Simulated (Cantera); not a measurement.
Charge: 1 mol V, 7.8 mol N2O, 190 mol H2, 2 mol H2O, at 1225 °C and 75.0 Torr.

Equilibrium computed with Cantera from the NASA thermochemical tables; the gas is ideal and each condensed phase is pure. Candidate condensed phases: H2O, V, VN, VO, V2O3, V2O4, V2O5; 28 gas species. Condensed phases not in the tables: the oxides between V2O3 and V2O5 other than VO2. Equilibrium is a limit: real reactors are often held back by kinetics, nucleation or transport.

Base state: H2 0.919, H2O 0.0415, N2 0.0390, H 5.22e-5 (mole fractions); condensed: V2O3(s).

Question: What changes in the equilibrium state with this change: temperature from 1225 °C to 2252 °C?

Answer: 
```
species        before     after
------------  -------  --------
H2              0.919     0.838
H             5.22e-5    0.0812
H2O            0.0415    0.0378
N2             0.0390    0.0372
VO2           1.30e-8   0.00346
VO              <1e-9   0.00125
V               <1e-9   7.05e-5
O               <1e-9   4.95e-5
OH            6.69e-8  0.000780
V2O3(s), mol    0.500         0
```

Question: What changes in the equilibrium state with this change: N2O from 7.8 to 19 mol?

Answer: 
```json
[
 {"species": "H2", "before": "0.919", "after": "0.817"},
 {"species": "H2O", "before": "0.0415", "after": "0.0924"},
 {"species": "N2", "before": "0.0390", "after": "0.0900"},
 {"species": "H", "before": "5.22e-5", "after": "4.92e-5"},
 {"species": "V2O3(s), mol", "before": "0.500", "after": "0.500"}
]
```
